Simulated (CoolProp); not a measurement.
Properties of nitrous oxide along the isotherm 128.25 °C (Tc = 36.4 °C, pc = 7.245 MPa, ω = 0.161).

Model: reference Helmholtz-energy equation of state, Lemmon 2006, in CoolProp. It is a short technical equation, of lower accuracy than the large ones.

```csv
p (MPa),phase,density (kg/m³),cv (kJ/(kg K)),Joule-Thomson coefficient (K/MPa),fugacity coefficient
0.158,gas,2.090,0.7822,5.571,0.9968
0.246,gas,3.260,0.7828,5.569,0.9951
0.383,gas,5.090,0.7836,5.565,0.9923
0.597,gas,7.969,0.7849,5.560,0.9880
0.929,gas,12.49,0.7870,5.550,0.9814
1.45,gas,19.70,0.7902,5.535,0.9712
2.25,gas,31.09,0.7953,5.507,0.9556
3.51,gas,49.85,0.8036,5.455,0.9314
5.46,gas,81.07,0.8169,5.345,0.8950
8.51,supercritical,136.0,0.8387,5.072,0.8407
13.2,supercritical,237.0,0.8716,4.308,0.7639
20.6,supercritical,415.3,0.9042,2.565,0.6651
32.1,supercritical,604.8,0.9134,0.9737,0.5730
50,supercritical,747.1,0.9224,0.2394,0.5200
```
